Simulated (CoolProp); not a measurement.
Diethyl ether along the isotherm 206.95 °C: fugacity coefficient from the reference equation and from simpler models built on Tc = 194.7 °C, pc = 37.17 bar, ω = 0.282; each cubic takes its own stable root.

Computed with CoolProp (reference Helmholtz-energy equation of state, Thol 2014).

```tsv
p (bar)	phase	reference	van der Waals	Redlich-Kwong	Soave-Redlich-Kwong	Peng-Robinson
1.55	gas	0.9872	0.9884	0.9868	0.9870	0.9855
3.1	gas	0.9744	0.9768	0.9738	0.9741	0.9711
4.65	gas	0.9616	0.9652	0.9607	0.9613	0.9568
6.2	gas	0.9488	0.9537	0.9478	0.9485	0.9426
7.74	gas	0.9361	0.9422	0.9350	0.9359	0.9287
9.29	gas	0.9234	0.9307	0.9221	0.9232	0.9147
10.8	gas	0.9109	0.9195	0.9097	0.9109	0.9012
12.4	gas	0.8978	0.9076	0.8965	0.8980	0.8870
13.9	gas	0.8855	0.8965	0.8843	0.8859	0.8738
15.5	gas	0.8724	0.8846	0.8712	0.8730	0.8598
17	gas	0.8601	0.8735	0.8590	0.8610	0.8468
18.6	gas	0.8469	0.8616	0.8461	0.8482	0.8330
```
